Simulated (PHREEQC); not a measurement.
## Brine: speciation

Make-up at 38 °C: 0.76 mol/kgw NaBr, 0.018 mol/kgw K2SO4 and 0.00057 mol/kgw H4SiO4. Closed to the air; pH follows from the charge balance.

Model: ion-association model with all activity coefficients set to 1, phreeqc.dat, run in PHREEQC.

Precipitation was switched off in this run.

**Question.** What pH, activity of water does the model give?

**Answer.** pH 6.49; activity of water 0.973.

**Question.** In which forms is S present?

**Answer.** NaSO4- 76 %, SO4-2 19 %, KSO4- 5.7 % of the S.

The solution is supersaturated, for example in Quartz (slow to form), Chalcedony (slow to form), so a real one may precipitate; this is no full list. Ionic strength above about 0.7 mol/kgw puts this run outside the model's range. Away from 25 °C the constants follow the database's enthalpies or fits; those with neither stay at their 25 °C values.
